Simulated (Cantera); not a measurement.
# MgF2 + N2 (halide evaporation, hydrolysis and transport)

Feed: 1 mol MgF2, 430 mol N2.

These are equilibrium values from Cantera (NASA tables, ideal gas, pure condensed phases), not measurements of a reactor. Candidate condensed phases: Mg, MgF2; 13 gas species. Rates play no part.

Stable condensed phases:

```
T in K \ P in Pa
           0.10   0.46    2.2     10     46    220   1000   4600  22000 100000
   1298       A      A      A      A      B      B      B      B      B      B
   1273       A      A      A      A      B      B      B      B      B      B
   1248       A      A      A      B      B      B      B      B      B      B
   1223       A      A      A      B      B      B      B      B      B      B
   1198       A      A      B      B      B      B      B      B      B      B
   1173       A      A      B      B      B      B      B      B      B      B
   1148       A      B      B      B      B      B      B      B      B      B
   1123       B      B      B      B      B      B      B      B      B      B
   1098       B      B      B      B      B      B      B      B      B      B
   1073       B      B      B      B      B      B      B      B      B      B
   1048       B      B      B      B      B      B      B      B      B      B
   1023       B      B      B      B      B      B      B      B      B      B
    998       B      B      B      B      B      B      B      B      B      B
    973       B      B      B      B      B      B      B      B      B      B
```

A: gas only; B: MgF2.
